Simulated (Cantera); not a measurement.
A freely propagating, adiabatic, planar premixed flame of 25.8 % H2, 15.5 % O2, 58.6 % N2, unburnt at 300 K and 1000000 Pa; multicomponent+Soret transport, grid criteria slope 0.08 and curve 0.16, no radiation.

Detailed kinetics in Cantera: the H2/O2 subset of GRI-Mech 3.0, which has no nitrogen chemistry. The hydrogen kinetics of GRI-Mech 3.0 are dated; newer H2 mechanisms differ, most at raised pressure. Burning velocities carry a grid error of a few per cent, more on coarse grids.

### Question
Predict: laminar burning velocity; thermal thickness; peak x(HO2); peak x(O); peak x(H2O2).

### Answer
| Item | Value |
|---|---|
| laminar burning velocity | 74.5 cm/s |
| thermal thickness | 0.0321 mm |
| peak x(HO2) | 0.00113 |
| peak x(O) | 0.00239 |
| peak x(H2O2) | 0.000338 |
